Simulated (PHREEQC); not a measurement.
Consider water at 88 °C with 13 mmol/kgw KHF2 and 92 mmol/kgw H3PO4. Closed to the air; pH follows from the charge balance.

Computed with PHREEQC (ion-association model, phreeqc.dat).

Each row changes one thing in this solution. Precipitation was switched off in this run.

| case | pH | ionic strength (mol/kgw) | H3PO4 (mol/kgw) | H2PO4- (mol/kgw) | F- (mol/kgw) | HF2- (mol/kgw) |
|---|---|---|---|---|---|---|
| as made | 1.95 | 0.0261 | 0.0665 | 0.0255 | 0.000513 | 5.44e-5 |
| KHF2 from 0.013 to 0.0026 mol/kgw | ? | 0.0201 | 0.0720 | 0.0200 | 7.50e-5 | 1.60e-6 |
| KHF2 replaced by NaF at the same molality | 1.95 | 0.0260 | 0.0663 | 0.0257 | 0.000260 | 1.38e-5 |
| temperature from 88 to 35 °C | ? | 0.0305 | 0.0627 | 0.0293 | 0.00108 | 0.000109 |
| H3PO4 from 0.092 to 0.101 mol/kgw | ? | 0.0271 | 0.0744 | 0.0266 | 0.000479 | 5.08e-5 |

Question: Complete the blanks.

Answer: 
- KHF2 from 0.013 to 0.0026 mol/kgw, pH: 1.81
- temperature from 88 to 35 °C, pH: 1.82
- H3PO4 from 0.092 to 0.101 mol/kgw, pH: 1.91

Species that the database lacks are ignored. At this temperature some constants are extrapolated from 25 °C, and those without enthalpy data are left unchanged.
